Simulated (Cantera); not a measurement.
Mixture: 22.5 % CH3OH, 19.9 % O2, 57.6 % N2, equivalence ratio 1.7, at 26.0 bar, adiabatic and at constant pressure. Ignition delay is the time to a rise of 400 K.

Model: GRI-Mech 3.0 (53 species, 325 reactions), integrated in Cantera. GRI-Mech 3.0 was tuned for natural gas; its chemistry of methanol as a main component is partial and can be far from experiment. The pressure lies above the range GRI-Mech 3.0 was tuned for (to about 10 atm).

Task: Predict: delay at 1075 K; delay at 1225 K; delay at 1375 K; delay at 1525 K; apparent activation energy between 1450 and 1600 K.

Result: delay at 1075 K: 7.01 ms
delay at 1225 K: 0.430 ms
delay at 1375 K: 49.9 µs
delay at 1525 K: 9.41 µs
apparent activation energy between 1450 and 1600 K: 190 kJ/mol
